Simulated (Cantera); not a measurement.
A perfectly stirred reactor is fed with CH4 : O2 : N2 = 1 : 2.9 : 10.9 (molar parts), at 3750 Torr; it is adiabatic with a 325 K inlet, and is followed from long to short residence time, starting on the burning branch (τ in s: 0.03, 0.015, 0.007, 0.0034, 0.0016, 0.00078, 0.00037, 0.00018, 8.6e-05, 4.1e-05, 2e-05).

Cantera simulation using GRI-Mech 3.0 (53 species, 325 reactions); the numbers are that mechanism's predictions, not measurements.

Task: What does this change do: pressure from 3750 Torr to 1500 Torr?

Result: 
```tsv
quantity	before	after
blow-out, bracketed by the residence times tried	burning at 0.180 ms, out at 86.0 µs	burning at 0.180 ms, out at 86.0 µs
x(CH4) at τ = 30.0 ms	1.36e-5	1.77e-5
x(O2) at τ = 30.0 ms	0.0608	0.0608
x(H) at τ = 30.0 ms	5.02e-6	2.27e-5
x(CH3) at τ = 30.0 ms	3.38e-6	4.53e-6
x(HCO) at τ = 30.0 ms	1.25e-8	3.08e-8
x(CH4) at τ = 0.780 ms	0.000173	0.000208
x(O2) at τ = 0.780 ms	0.0625	0.0634
x(H) at τ = 0.780 ms	0.000117	0.000554
x(CH3) at τ = 0.780 ms	3.71e-5	3.88e-5
x(HCO) at τ = 0.780 ms	5.24e-7	1.34e-6
```

Task: What does this change do: 0.44 parts H2 added?

Result: 
```tsv
quantity	before	after
blow-out, bracketed by the residence times tried	burning at 0.180 ms, out at 86.0 µs	burning at 86.0 µs, out at 41.0 µs
x(CH4) at τ = 30.0 ms	1.36e-5	7.03e-6
x(O2) at τ = 30.0 ms	0.0608	0.0451
x(H) at τ = 30.0 ms	5.02e-6	1.34e-5
x(CH3) at τ = 30.0 ms	3.38e-6	2.27e-6
x(HCO) at τ = 30.0 ms	1.25e-8	1.16e-8
x(CH4) at τ = 0.780 ms	0.000173	9.57e-5
x(O2) at τ = 0.780 ms	0.0625	0.0466
x(H) at τ = 0.780 ms	0.000117	0.000218
x(CH3) at τ = 0.780 ms	3.71e-5	2.77e-5
x(HCO) at τ = 0.780 ms	5.24e-7	4.82e-7
```
